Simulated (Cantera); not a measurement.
A closed system holds: 1 mol SiH2Cl2, 4.2 mol NH3, equilibrated at 1500 K and 18.0 mbar.

Equilibrium computed with Cantera from the NASA thermochemical tables; the gas is ideal and each condensed phase is pure. The tables' values for SiCl3 are old estimates; treat these amounts as uncertain. The numbers say what is thermodynamically allowed, not how fast it happens.

| species | before | after |
|---|---|---|
| H2 | 0.655 | 0.545 |
| HCl | 0.180 | 0.292 |
| SiCl2 | 0.0105 | 0.116 |
| N2 | 0.154 | 0.0235 |
| SiCl3 | 0.000780 | 0.0154 |
| SiCl4 | 0.000184 | 0.00644 |
| SiHCl3 | 6.94e-5 | 0.00125 |
| SiH2Cl2 | 4.16e-6 | 3.84e-5 |
| Cl | 2.35e-5 | 4.18e-5 |
| H | 0.000106 | 9.69e-5 |
| Si3N4(s), mol | 0.296 | 0.178 |
Gas species are given as mole fractions.

### Question
Name the change that produced these shifts.
A) pressure from 18.0 mbar to 0.133 bar
B) SiH2Cl2 replaced by SiHCl3
C) NH3 from 4.2 to 0.87 mol
D) temperature from 1500 K to 823.15 K

### Answer
C, NH3 from 4.2 to 0.87 mol
